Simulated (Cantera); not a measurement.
Charge: 1 mol Si(CH₃)₄, 0.89 mol C₃H₈, 19 mol H₂, at 900 °C and 750 Torr.

Equilibrium computed with Cantera from the NASA thermochemical tables; the gas is ideal and each condensed phase is pure. Candidate condensed phases: C, C₆H₆, C₇H₈, C₈H₁₈, Si, SiC; 87 gas species. The numbers say what is thermodynamically allowed, not how fast it happens.

Task: What is the equilibrium state?

Result: 
```
Quantity                              Value
--------------------------------  ---------
x(H₂)                                 0.981
x(CH₄)                               0.0187
x(C₂H₄)                             1.11e-6
n(C(graphite))                     5.14 mol
n(SiC(s))                          1.00 mol
gas amount                        28.03 mol
log10 activity of Si(s) (absent)      -2.85
```
